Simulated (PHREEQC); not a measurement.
Solution (20 °C): 1.5 mol CaCl2, 0.27 mol KCl and 1.7 mol NaCl per kg of water. Closed to the air; pH follows from the charge balance.

Computed with PHREEQC (Pitzer model, pitzer.dat).

```tsv
quantity	before	after
pH	6.13	-0.64
SI of Halite (NaCl)	-0.64	-0.91
SI of Sylvite (KCl)	-1.06	-1.18
```

Q: Which change was made?
A. CaCl2 replaced by HCl at the same molality
B. diluted 2-fold with water
C. KCl replaced by KOH at the same molality
D. KCl from 0.27 to 0.243 mol/kgw
E. temperature from 20 to 55 °C

A: A, CaCl2 replaced by HCl at the same molality

Precipitation was switched off in this run.
